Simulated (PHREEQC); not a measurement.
0.088 g of hydrous ferric oxide (600 m²/g; 0.2 weak and 0.005 strong sites per Fe, Dzombak-Morel constants, diffuse double layer) in 1 kg of water with 0.05 mol/kgw of an inert sodium salt and 3.4e-07 mol/kgw H3BO3, at 25 °C; the pH is set by adding NaOH or the inert anion's acid. O2 is buffered at 0.21 atm. CO2 from the air is kept out. Precipitation was switched off in this run.

Model: ion-association model, wateq4f.dat, run in PHREEQC.

```tsv
pH	B sorbed (%)	surface charge σ (C/m²)	surface potential ψ (mV)
4	0.0	0.294	160
4.5	0.0	0.238	149
5	0.0	0.181	135
5.5	0.0	0.130	118
6	0.1	0.089	99
6.5	0.1	0.058	78
7	0.1	0.034	56
7.5	0.1	0.017	31
8	0.1	0.003	6
8.5	0.1	-0.010	-20
9	0.0	-0.026	-45
9.5	0.0	-0.046	-69
10	0.0	-0.074	-90
```
